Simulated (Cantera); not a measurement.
## MgO + CO + H2 (carbothermic reduction)

A closed system holds: 1 mol MgO, 14 mol CO, 7.5 mol H2, held at 0.0270 bar.

Equilibrium computed with Cantera from the NASA thermochemical tables; the gas is ideal and each condensed phase is pure. Candidate condensed phases: C, C6H6, C7H8, C8H18, H2O, Mg, MgCO3, MgO, Mg(OH)2; 116 gas species. Kinetics and transport are ignored.

```tsv
T (K)	x CO	x H2	x CO2	x H2O	n C(graphite)	n MgO(s)
875	0.533	0.361	0.0826	0.0212	1.99	1.00
925	0.608	0.352	0.0300	0.00860	0.783	1.00
975	0.636	0.349	0.0105	0.00361	0.290	1.00
1025	0.646	0.349	0.00387	0.00161	0.112	1.00
1075	0.649	0.349	0.00155	0.000772	0.0465	1.00
1125	0.650	0.349	0.000667	0.000394	0.0207	1.00
1175	0.651	0.349	0.000310	0.000212	0.00986	1.00
1225	0.651	0.349	0.000153	0.000120	0.00495	1.00
1275	0.651	0.349	8.02e-5	7.15e-5	0.00260	1.000
1325	0.651	0.349	4.42e-5	4.41e-5	0	1.000
```
x: gas mole fraction; n: condensed amount in mol.

From 875 K to 1275 K the condensed part is C(graphite) + MgO(s). At 1325 K the condensed part is MgO(s).
